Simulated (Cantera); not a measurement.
# Hydrocarbon pyrolysis for carbon deposition

A perfectly stirred reactor is fed with CH4 : H2 = 1 : 4.6 (molar parts), at 760 Torr; it is held at 1900 K, and followed from long to short residence time.

Detailed kinetics in Cantera: GRI-Mech 3.0 (53 species, 325 reactions). GRI-Mech 3.0 stops at C3 and has no aromatics, soot or wall deposition, so with more carbon than oxygen in the feed, carbon stays in small species such as C2H2 where larger ones or solid carbon would form.

```csv
τ (s),x CH4,x H2,x C2H4,x C2H6,x C2H2,x C2H
8.9,0.00719,0.919,0.000808,6.32e-7,0.0719,7.76e-7
2.8,0.00788,0.919,0.000805,7.13e-7,0.0716,7.72e-7
0.87,0.00977,0.918,0.000799,9.74e-7,0.0708,7.62e-7
0.27,0.0142,0.915,0.000785,1.80e-6,0.0689,7.37e-7
0.084,0.0230,0.910,0.000769,4.32e-6,0.0651,6.90e-7
0.026,0.0387,0.901,0.000772,1.16e-5,0.0583,6.09e-7
0.0082,0.0633,0.887,0.000858,2.97e-5,0.0476,4.87e-7
0.0025,0.0979,0.866,0.00112,6.79e-5,0.0324,3.23e-7
0.00079,0.133,0.846,0.00149,0.000119,0.0168,1.63e-7
0.00025,0.159,0.831,0.00155,0.000154,0.00578,5.29e-8
```
x: mole fraction; the columns are a selection and need not sum to one.
